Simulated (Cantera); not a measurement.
A perfectly stirred reactor is fed with C₂H₆ : O₂ : N₂ : CO₂ = 1 : 2.19 : 8.22 : 1.2 (molar parts), at 7.90 bar; it is adiabatic with a 425 K inlet, and is followed from long to short residence time, starting on the burning branch (τ in s: 0.091, 0.037, 0.015, 0.0062, 0.0025, 0.001, 0.00042, 0.00017, 6.9e-05).

Computed with Cantera and GRI-Mech 3.0 (53 species, 325 reactions).

Question: Predict: blow-out, bracketed by the residence times tried; x(C₂H₆) at τ = 91.0 ms; x(O₂) at τ = 91.0 ms; x(CO₂) at τ = 91.0 ms; x(CH₃) at τ = 91.0 ms; x(HCN) at τ = 91.0 ms; x(C₂H₆) at τ = 2.50 ms; x(O₂) at τ = 2.50 ms; x(CO₂) at τ = 2.50 ms; x(CH₃) at τ = 2.50 ms; x(HCN) at τ = 2.50 ms.

Answer: 
```
Item                                                                            Result
------------------------------------------------  ------------------------------------
blow-out, bracketed by the residence times tried  burning at 0.420 ms, out at 0.170 ms
x(C₂H₆) at τ = 91.0 ms                                                         8.24e-6
x(O₂) at τ = 91.0 ms                                                          0.000382
x(CO₂) at τ = 91.0 ms                                                            0.104
x(CH₃) at τ = 91.0 ms                                                          7.65e-5
x(HCN) at τ = 91.0 ms                                                          4.21e-6
x(C₂H₆) at τ = 2.50 ms                                                        0.000165
x(O₂) at τ = 2.50 ms                                                           0.00453
x(CO₂) at τ = 2.50 ms                                                            0.109
x(CH₃) at τ = 2.50 ms                                                         0.000296
x(HCN) at τ = 2.50 ms                                                          4.74e-6
```
